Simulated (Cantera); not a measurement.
A freely propagating, adiabatic, planar premixed flame of 22.2 % H₂, 16.4 % O₂, 61.4 % N₂, equivalence ratio 0.68, unburnt at 525 K and 1000000 Pa; mixture-averaged transport, grid criteria slope 0.08 and curve 0.16, no radiation.

Cantera simulation using the H2/O2 subset of GRI-Mech 3.0, which has no nitrogen chemistry; the numbers are that mechanism's predictions, not measurements. The hydrogen kinetics of GRI-Mech 3.0 are dated; newer H2 mechanisms differ, most at raised pressure. Burning velocities carry a grid error of a few per cent, more on coarse grids. Lean hydrogen flames are cellular in practice and burn faster than this planar one.

x: mole fraction of selected species; z is measured from the peak of heat release.

| z (mm) | T (K) | u (m/s) | x H₂ | x O₂ | x H | x HO₂ | x OH | x H₂O₂ |
|---|---|---|---|---|---|---|---|---|
| -0.0977 | 526 | 1.49 | 0.219 | 0.164 | <1e-8 | 1.76e-7 | <1e-8 | 8.86e-8 |
| -0.0651 | 528 | 1.48 | 0.212 | 0.166 | <1e-8 | 1.53e-6 | <1e-8 | 7.74e-7 |
| -0.0488 | 535 | 1.48 | 0.203 | 0.167 | <1e-8 | 6.44e-6 | <1e-8 | 3.23e-6 |
| -0.0326 | 569 | 1.54 | 0.179 | 0.171 | <1e-8 | 5.26e-5 | <1e-8 | 2.47e-5 |
| -0.0163 | [?] | 2.07 | 0.123 | 0.166 | 1.30e-5 | 0.000712 | 2.10e-5 | 0.000216 |
| -0.00814 | [?] | 2.89 | 0.0829 | 0.145 | 0.000492 | 0.000994 | 0.000477 | 0.000258 |
| 0 | [?] | 3.81 | 0.0451 | 0.113 | 0.00230 | 0.000568 | 0.00228 | 2.87e-5 |
| 0.00814 | 1753 | 4.43 | 0.0212 | 0.0868 | 0.00324 | 0.000282 | 0.00526 | 5.42e-6 |
| 0.0163 | 1889 | 4.77 | 0.0106 | 0.0740 | 0.00262 | 0.000152 | 0.00725 | 3.67e-6 |
| 0.0326 | 2009 | 5.07 | 0.00421 | 0.0669 | 0.00112 | 6.27e-5 | 0.00737 | 2.27e-6 |
| 0.0651 | 2078 | 5.23 | 0.00144 | 0.0652 | 0.000246 | 2.12e-5 | 0.00513 | 1.24e-6 |
| 0.130 | 2104 | 5.29 | 0.000442 | 0.0652 | 4.50e-5 | 7.87e-6 | 0.00312 | 6.84e-7 |
| 0.261 | 2110 | 5.30 | 0.000217 | 0.0653 | 1.75e-5 | 5.26e-6 | 0.00235 | 5.27e-7 |

What belongs in the gaps?


- -0.0163, T (K): 799
- -0.00814, T (K): 1136
- 0, T (K): 1507
